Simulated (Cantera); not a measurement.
Feed: 1 mol CH3Cl, 0.055 mol H2, at 0.00780 bar.

Equilibrium computed with Cantera from the NASA thermochemical tables; the gas is ideal and each condensed phase is pure. Candidate condensed phases: C, C6H6, C7H8, C8H18; 91 gas species. The numbers say what is thermodynamically allowed, not how fast it happens.

### Question
At 1700 °C, list the 4 most abundant gas species with their mole fractions, and the condensed phases.

### Answer
H2 0.507, HCl 0.475, H 0.0109, Cl 0.00761. Condensed: C(graphite).
